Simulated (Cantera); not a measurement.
## Ignition delay

Mixture: 8.94 % CO, 7.15 % H2, 0.724 % CH4, 21.4 % O2, 61.8 % N2, at 0.880 bar, adiabatic and at constant volume. Ignition delay is the time to a rise of 400 K.

Computed with Cantera and GRI-Mech 3.0 (53 species, 325 reactions). Below about 1000 K GRI-Mech 3.0 lacks low-temperature oxidation paths. Below about 950 K walls govern HO2 and H2O2 in real vessels. Where the delays flatten at high temperature, the 400 K rule measures the pace of heat release, not the induction time.

```json
[
 {"T0 (K)": "875", "delay (ms)": "184"},
 {"T0 (K)": "925", "delay (ms)": "7.21"},
 {"T0 (K)": "975", "delay (ms)": "0.825"},
 {"T0 (K)": "1025", "delay (ms)": "0.306"},
 {"T0 (K)": "1075", "delay (ms)": "0.174"},
 {"T0 (K)": "1125", "delay (ms)": "0.117"},
 {"T0 (K)": "1175", "delay (ms)": "0.0856"},
 {"T0 (K)": "1225", "delay (ms)": "0.0667"},
 {"T0 (K)": "1275", "delay (ms)": "0.0545"}
]
```
